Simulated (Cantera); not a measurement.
Input (Python, Cantera):

```python
import numpy as np
import cantera as ct

gas = ct.Solution("gri30.yaml")
gas.TPX = 1025, 81000, {'H2': 0.79, 'O2': 1, 'N2': 9.1}
reactor = ct.IdealGasConstPressureReactor(gas, energy="off", clone=False)
net = ct.ReactorNet([reactor])
net.rtol, net.atol = 1e-08, 1e-18
show = ['H2', 'O2', 'H2O', 'NO', 'OH', 'NO2']
times = np.geomspace(2e-05, 20, 10)

steps = ct.SolutionArray(gas, extra=["t"])
rows = []
print(f"{'t/s':>10s}{'T/K':>9s}{'P/Pa':>11s}" + "".join(f"{s:>11s}" for s in show))
for t in times:
    while net.time < t:
        t_next = net.step()
        steps.append(gas.state, t=t_next)
    rows.append([np.interp(t, steps.t, y) for y in (steps.T, steps.P, *steps(*show).X.T)])
    print(f"{t:10.3e}{rows[-1][0]:9.1f}{rows[-1][1]:11.4g}" + "".join(f"{x:11.3e}" for x in rows[-1][2:]))
rate = np.gradient(steps.T, steps.t)
print("integrator steps:", len(steps.t))
if steps.T.max() > steps.T[0] + 200:
    print(f"time of steepest temperature rise: {steps.t[rate.argmax()]:.4e} s")
gas.TPX = 1025, 81000, {'H2': 0.79, 'O2': 1, 'N2': 9.1}
gas.equilibrate("TP")
print(f"equilibrium (TP): T = {gas.T:.1f} K  " + "  ".join(f"{s} {gas[s].X[0]:.3e}" for s in show))
```

Result:

```
       t/s      T/K       P/Pa         H2         O2        H2O         NO         OH        NO2
 2.000e-05   1025.0    8.1e+04  7.254e-02  9.183e-02  1.072e-10  3.842e-23  1.351e-11  8.181e-31
 9.283e-05   1025.0    8.1e+04  7.254e-02  9.183e-02  9.934e-09  2.880e-20  4.464e-10  3.300e-26
 4.309e-04   1025.0    8.1e+04  5.798e-02  8.509e-02  1.289e-02  2.390e-08  4.953e-04  1.066e-11
 2.000e-03   1025.0    8.1e+04  2.233e-03  5.866e-02  7.292e-02  3.466e-07  2.202e-05  2.158e-08
 9.283e-03   1025.0    8.1e+04  1.096e-03  5.815e-02  7.412e-02  2.587e-07  3.803e-06  1.099e-07
 4.309e-02   1025.0    8.1e+04  3.486e-04  5.780e-02  7.491e-02  1.734e-07  1.758e-06  1.953e-07
 2.000e-01   1025.0    8.1e+04  5.212e-05  5.767e-02  7.522e-02  7.851e-08  5.197e-07  2.903e-07
 9.283e-01   1025.0    8.1e+04  5.762e-06  5.765e-02  7.527e-02  5.014e-08  1.329e-07  3.187e-07
 4.309e+00   1025.0    8.1e+04  2.065e-07  5.765e-02  7.527e-02  1.284e-07  5.310e-08  2.404e-07
 2.000e+01   1025.0    8.1e+04  3.657e-10  5.765e-02  7.527e-02  2.956e-07  4.985e-08  7.320e-08
integrator steps: 1754
equilibrium (TP): T = 1025.0 K  H2 6.342e-11  O2 5.763e-02  H2O 7.527e-02  NO 2.261e-05  OH 1.230e-07  NO2 4.823e-07
```

Computed with Cantera and GRI-Mech 3.0 (53 species, 325 reactions). The temperature is held fixed by assumption; the heat of reaction is taken as removed at once.
